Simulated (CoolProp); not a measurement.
A Linde-Hampson liquefier for methane: isothermal reversible compression at 200 K from 1 atm to 10 MPa, throttling to 1 atm, return gas leaving the recuperator 0 K below the feed. Each further row changes one setting.

Values from CoolProp's reference Helmholtz-energy equation of state, Setzmann 1991.

| case | liquid yield per pass | compression work (kJ/kg of gas) |
|---|---|---|
| as stated | [?] | 393 |
| high pressure 20 MPa | [?] | 427 |
| warm-end temperature 230 K | [?] | 494 |
| warm-end gap 5 K | [?] | 393 |

Problem. Some entries are withheld; supply them.

Solution. 
- as stated, liquid yield per pass: 0.486
- high pressure 20 MPa, liquid yield per pass: 0.513
- warm-end temperature 230 K, liquid yield per pass: 0.283
- warm-end gap 5 K, liquid yield per pass: 0.478
